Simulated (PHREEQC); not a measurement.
1.7 g of hydrous ferric oxide (600 m²/g; 0.2 weak and 0.005 strong sites per Fe, Dzombak-Morel constants, diffuse double layer) in 1 kg of water with 0.005 mol/kgw of an inert sodium salt and 0.0013 mol Na2SO4, at 25 °C; the pH is set by adding NaOH or the inert anion's acid. O2 is buffered at 0.21 atm. CO2 from the air is kept out. Nothing may precipitate in this run.

Computed with PHREEQC (ion-association model, wateq4f.dat).

| pH | S sorbed (%) | surface charge σ (C/m²) | surface potential ψ (mV) |
|---|---|---|---|
| 3 | 99.9 | 0.115 | 155 |
| 3.67 | 99.8 | 0.093 | 147 |
| 4.33 | 99.2 | 0.063 | 128 |
| 5 | 95.2 | 0.038 | 103 |
| 5.67 | 80.2 | 0.024 | 80 |
| 6.33 | 54.5 | 0.016 | 62 |
| 7 | 26.1 | 0.010 | 44 |
| 7.67 | 5.9 | 0.004 | 20 |
| 8.33 | 0.5 | -0.003 | -13 |
| 9 | 0.0 | -0.012 | -49 |
| 9.67 | 0.0 | -0.028 | -84 |
| 10.33 | 0.0 | -0.053 | -116 |
| 11 | 0.0 | -0.097 | -143 |

The oxide is taken as insoluble; below pH 4 it would dissolve.
